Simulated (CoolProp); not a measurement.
C2F6 (R116) at several states: Z from the reference equation and from simpler models built on Tc = 19.9 °C, pc = 3.048 MPa, ω = 0.257; each cubic takes its own stable root.

Computed with CoolProp (reference Helmholtz-energy equation of state, Lemmon 2006). It is a short technical equation, of lower accuracy than the large ones.

```
T (°C)  p (MPa)          phase  reference  Redlich-Kwong  Peng-Robinson
------  -------  -------------  ---------  -------------  -------------
3.25     0.0214            gas     0.9972         0.9972         0.9968
-65.15      8.3         liquid          ?         0.4441         0.3834
127.95     3.86  supercritical          ?              ?              ?
-39.65   0.0263            gas     0.9939         0.9944         0.9936
```

### Question
What belongs in the gaps?

### Answer

- -65.15, reference: 0.4170
- 127.95, reference: 0.8721
- 127.95, Redlich-Kwong: 0.8366
- 127.95, Peng-Robinson: 0.8552
